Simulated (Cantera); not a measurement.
**Adiabatic ignition**

An adiabatic, constant-volume homogeneous reactor starts with 2.88 % CH₄, 16.5 % O₂, 61.9 % N₂, 18.7 % CO₂, equivalence ratio 0.35, at 1575 K and 5.00 bar.

Cantera simulation using GRI-Mech 3.0 (53 species, 325 reactions); the numbers are that mechanism's predictions, not measurements.

```csv
t (s),T (K),P (bar),x CH₄,x O₂,x CO₂,x N₂O,x NO,x CH₂
2.00e-6,1575,5.00,0.0288,0.165,0.187,3.54e-12,<1e-12,<1e-12
4.31e-6,1575,5.00,0.0288,0.165,0.187,1.21e-11,<1e-12,1.77e-12
9.28e-6,1575,5.00,0.0288,0.165,0.187,4.53e-11,<1e-12,8.85e-12
2.00e-5,1575,5.00,0.0288,0.164,0.187,1.79e-10,<1e-12,6.55e-11
4.31e-5,1575,5.00,0.0287,0.164,0.187,7.55e-10,1.32e-12,8.08e-10
9.28e-5,1580,5.02,0.0275,0.164,0.187,4.65e-9,1.37e-11,1.43e-8
0.000200,2180,6.96,<1e-12,0.109,0.208,2.51e-6,1.38e-5,<1e-12
0.000431,2234,7.10,<1e-12,0.107,0.214,1.10e-6,4.29e-5,<1e-12
0.000928,2234,7.10,<1e-12,0.107,0.214,1.08e-6,9.29e-5,<1e-12
0.00200,2234,7.10,<1e-12,0.107,0.214,1.08e-6,0.000200,<1e-12
0.00431,2233,7.10,<1e-12,0.107,0.214,1.08e-6,0.000427,<1e-12
0.00928,2232,7.10,<1e-12,0.106,0.214,1.08e-6,0.000903,<1e-12
0.0200,2230,7.09,<1e-12,0.106,0.214,1.07e-6,0.00185,<1e-12
0.0431,2226,7.08,<1e-12,0.105,0.214,1.06e-6,0.00356,<1e-12
0.0928,2220,7.06,<1e-12,0.104,0.214,1.06e-6,0.00589,<1e-12
0.200,2216,7.05,<1e-12,0.103,0.214,1.06e-6,0.00766,<1e-12
```
x: mole fraction; the columns are a selection and need not sum to one.

| Item | Value |
|---|---|
| time of steepest temperature rise | 0.156 ms |
| temperature at 0.200 s | 2216 K |
| equilibrium temperature | 2215 K |
| x(CH₄) at 0.200 s | <1e-12 (gas-phase equilibrium <1e-12) |
| x(O₂) at 0.200 s | 0.103 (gas-phase equilibrium 0.103) |
| x(CO₂) at 0.200 s | 0.214 (gas-phase equilibrium 0.214) |
